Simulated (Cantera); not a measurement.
Charge: 1 mol Al2O3, 17 mol HCl, 1.8 mol N2, equilibrated at 1525 °C and 56000 Pa.

These are equilibrium values from Cantera (NASA tables, ideal gas, pure condensed phases), not measurements of a reactor. Candidate condensed phases: Al, AlCl3, AlN, Al2O3, H2O, NH4Cl; 45 gas species. The tables' values for AlCl2 are old estimates; treat these amounts as uncertain. Rates play no part.

Base state: HCl 0.877, N2 0.0958, H2O 0.0110, AlCl3 0.00732, Cl 0.00574, H2 0.00304, Cl2 0.000188, H 2.60e-5 (mole fractions); condensed: Al2O3(s).

**Question.** What changes in the equilibrium state with this change: temperature from 1525 °C to 652 °C?

**Answer.** 
| species | before | after |
|---|---|---|
| HCl | 0.877 | 0.904 |
| N2 | 0.0958 | 0.0958 |
| H2O | 0.0110 | 0.000221 |
| AlCl3 | 0.00732 | 0.000147 |
| Cl | 0.00574 | 2.14e-7 |
| H | 2.60e-5 | <1e-9 |
| AlCl2 | 1.94e-5 | <1e-9 |
| H2 | 0.00304 | 2.01e-6 |
| Al2O3(s), mol | 0.931 | 0.999 |
Condensed phases not in the tables: AlOCl.
